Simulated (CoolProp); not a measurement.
Aqueous ammonia as a coolant, 7 % by mass, freezing at -8.9 °C, 1 atm.

Computed with CoolProp (Melinder's fits for secondary coolants).

| T (°C) | Prandtl number | viscosity (mPa s) | conductivity (W/(m K)) | cp (kJ/(kg K)) |
|---|---|---|---|---|
| -4.8 | 19.5 | 2.33 | 0.504 | 4.223 |
| 0.3 | 15.8 | 1.93 | [?] | 4.214 |
| 5.3 | [?] | 1.64 | 0.524 | 4.206 |
| 10.4 | 11.2 | 1.42 | [?] | 4.199 |
| 15.4 | 9.69 | 1.25 | [?] | 4.194 |
| 20.5 | 8.39 | 1.10 | 0.549 | 4.190 |
| 25.5 | [?] | 0.970 | [?] | 4.189 |

Q: Fill in the missing entries.

A: 
- 0.3, conductivity (W/(m K)): 0.515
- 5.3, Prandtl number: 13.2
- 10.4, conductivity (W/(m K)): 0.532
- 15.4, conductivity (W/(m K)): 0.541
- 25.5, Prandtl number: 7.28
- 25.5, conductivity (W/(m K)): 0.558
